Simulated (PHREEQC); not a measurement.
A solution holds 78 mmol/kgw HCl and 6.7 mmol/kgw Na2B4O7, at 25 °C. Closed to the air; pH follows from the charge balance.

All values are PHREEQC results (ion-association model, wateq4f.dat), not measurements.

The pH is 1.27, the ionic strength is 0.0780 mol/kgw and the total alkalinity is -64.6 meq/kg.

```tsv
species	molality	activity	log γ
Cl-	0.0780	0.0610	-0.107
H+	0.0646	0.0540	-0.078
H3BO3	0.0268	0.0273	0.008
Na+	0.0134	0.0107	-0.098
```

No solid was allowed to form.
